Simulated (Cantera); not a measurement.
# Stirred combustor or abatement burner

A perfectly stirred reactor is fed with 10.2 % CH4, 15.7 % O2, 74.2 % N2, at 615 Torr; it is adiabatic with a 675 K inlet, and is followed from long to short residence time, starting on the burning branch (τ in s: 0.12, 0.038, 0.013, 0.0043, 0.0014, 0.00047, 0.00016, 5.3e-05, 1.8e-05, 5.9e-06).

Detailed kinetics in Cantera: GRI-Mech 3.0 (53 species, 325 reactions).

```
τ (s)    T (K)     x CH4      x O2     x C2H      x NO    x HO2    x CH2
-------  -----  --------  --------  --------  --------  -------  -------
0.12      2110   1.77e-5  0.000115  2.69e-10  0.000255  3.18e-8  4.61e-7
0.038     2100   2.73e-5  0.000246  7.95e-10  0.000293  7.33e-8  1.01e-6
0.013     2085   4.49e-5  0.000496   2.23e-9  0.000308  1.52e-7  2.02e-6
0.0043    2065   8.63e-5  0.000996   7.12e-9  0.000301  3.08e-7  4.06e-6
0.0014    2038  0.000197   0.00202   2.66e-8  0.000266  6.35e-7  8.64e-6
0.00047   2001  0.000526   0.00437   1.05e-7  0.000196  1.57e-6  1.94e-5
0.00016    675     0.102     0.157    <1e-12    <1e-12   <1e-12   <1e-12
5.3e-5     675     0.102     0.157    <1e-12    <1e-12   <1e-12   <1e-12
1.8e-5     675     0.102     0.157    <1e-12    <1e-12   <1e-12   <1e-12
5.9e-6     675     0.102     0.157    <1e-12    <1e-12   <1e-12   <1e-12
```
x: mole fraction; the columns are a selection and need not sum to one.
